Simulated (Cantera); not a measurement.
An isothermal, constant-pressure homogeneous reactor starts with H2 : O2 = 0.34 : 1 (molar parts), at 1325 K and 20.0 Torr.

Cantera simulation using GRI-Mech 3.0 (53 species, 325 reactions); the numbers are that mechanism's predictions, not measurements. Radical loss at walls, strong at low pressure, is not modelled. The temperature is held fixed by assumption; the heat of reaction is taken as removed at once.

x: mole fraction; the columns are a selection and need not sum to one.

```
t (s)         x H2   x O2      x H       x O    x H2O2      x OH    x H2O
--------  --------  -----  -------  --------  --------  --------  -------
3.00e-5      0.254  0.746  1.13e-7   5.22e-8  1.47e-10   3.88e-8  7.67e-8
9.54e-5      0.254  0.746  3.04e-6   1.69e-6   1.47e-9   1.20e-6  4.45e-6
0.000304     0.174  0.702   0.0351    0.0205   4.02e-7    0.0124   0.0560
0.000965    0.0137  0.614   0.0719    0.0818   6.29e-7    0.0163    0.202
0.00307          …  0.656        …         …         …         …        …
0.00977    0.00199  0.698  0.00301   0.00973   5.94e-7   0.00651    0.281
0.0311    0.000185  0.708  8.39e-5  0.000898   2.08e-7   0.00200    0.289
0.0988     2.22e-5  0.709  3.54e-6  0.000109   6.13e-8  0.000698    0.290
0.314            …  0.709        …         …         …         …    0.290
1.00       9.66e-7  0.709  3.32e-8   4.84e-6   6.42e-9  0.000147    0.291
```

Question: Fill in the missing entries.

Answer: 
- 0.00307, x H2: 0.00887
- 0.00307, x H: 0.0321
- 0.00307, x O: 0.0471
- 0.00307, x H2O2: 7.54e-7
- 0.00307, x OH: 0.0135
- 0.00307, x H2O: 0.243
- 0.314, x H2: 4.02e-6
- 0.314, x H: 2.78e-7
- 0.314, x O: 1.99e-5
- 0.314, x H2O2: 1.90e-8
- 0.314, x OH: 0.000299
